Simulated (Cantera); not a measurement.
A perfectly stirred reactor is fed with CH4 : CO2 = 1 : 0.7 (molar parts), at 101000 Pa; it is held at 2075 K, and followed from long to short residence time.

Detailed kinetics in Cantera: GRI-Mech 3.0 (53 species, 325 reactions).

### Question
What does this change do: temperature 2075 to 1298 K?

### Answer
```
quantity                 before     after
----------------------  -------  --------
x(CH4) at τ = 15.0 s    0.00110     0.483
x(CO2) at τ = 15.0 s    5.14e-5     0.357
x(C2H6) at τ = 15.0 s   3.33e-8  0.000316
x(H2) at τ = 15.0 s       0.541    0.0668
x(CO) at τ = 15.0 s       0.412    0.0296
x(CH4) at τ = 0.190 s   0.00602     0.587
x(CO2) at τ = 0.190 s   0.00297     0.412
x(C2H6) at τ = 0.190 s  8.20e-7  0.000311
x(H2) at τ = 0.190 s      0.521  0.000856
x(CO) at τ = 0.190 s      0.399   1.02e-5
```
